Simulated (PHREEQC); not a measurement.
Make-up at 44 °C: 0.0018 mol NiCl2, 6.2e-05 mol NaF and 0.14 mol Na2SO4 per kg of water. Closed to the air; pH follows from the charge balance.

Equilibrium calculation in PHREEQC: ion-association model, wateq4f.dat.

### Question
The ionic strength comes out as 0.355 mol/kgw. What activity coefficients do SO4-2, NiCl+, Cl-, Na+, Ni+2 get?

### Answer
SO4-2 0.23, NiCl+ 0.72, Cl- 0.66, Na+ 0.71, Ni+2 0.27.

This is a speciation only: nothing precipitates in the calculation. Complexes and solids missing from the database can't appear. In wateq4f.dat the enthalpy of Ni(OH)2 has the wrong sign, so its saturation index can't be trusted away from 25 °C. Constants without temperature data keep their 25 °C values here.
